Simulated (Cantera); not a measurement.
Feed: 1 mol NF3, 0.0039 mol SO2, a varied amount of O2, 4.6 mol H2, held at 1252 °C and 0.0825 Torr.

Equilibrium computed with Cantera from the NASA thermochemical tables; the gas is ideal and each condensed phase is pure. Candidate condensed phases: H2O, H2SO4, S; 62 gas species. Equilibrium is a limit: real reactors are often held back by kinetics, nucleation or transport.

x: gas mole fraction; nothing condenses.

| n(O2) (mol) | x HF | x H2O | x O2 | x H2 | x N2 |
|---|---|---|---|---|---|
| 0.35 | 0.454 | 0.107 | 5.46e-9 | 0.362 | 0.0757 |
| 0.46 | 0.454 | 0.140 | 1.14e-8 | 0.329 | 0.0757 |
| 0.61 | 0.454 | 0.185 | 2.67e-8 | 0.284 | 0.0757 |
| 0.8 | 0.454 | 0.242 | 7.20e-8 | 0.226 | 0.0757 |
| 1.1 | 0.454 | 0.333 | 3.78e-7 | 0.136 | 0.0757 |
| 1.4 | 0.454 | 0.424 | 5.51e-6 | 0.0452 | 0.0757 |
| 1.8 | 0.437 | 0.451 | 0.0363 | 0.000593 | 0.0728 |
| 2.4 | 0.402 | 0.414 | 0.113 | 0.000308 | 0.0669 |
| 3.2 | (withheld) | (withheld) | (withheld) | (withheld) | (withheld) |
| 4.2 | (withheld) | (withheld) | (withheld) | (withheld) | (withheld) |
| 5.6 | 0.281 | 0.290 | 0.379 | 0.000118 | 0.0467 |

Problem. Some entries are withheld; supply them.

Solution. 
- 3.2, x HF: 0.363
- 3.2, x H2O: 0.374
- 3.2, x O2: 0.199
- 3.2, x H2: 0.000210
- 3.2, x N2: 0.0603
- 4.2, x HF: 0.324
- 4.2, x H2O: 0.334
- 4.2, x O2: 0.285
- 4.2, x H2: 0.000157
- 4.2, x N2: 0.0538
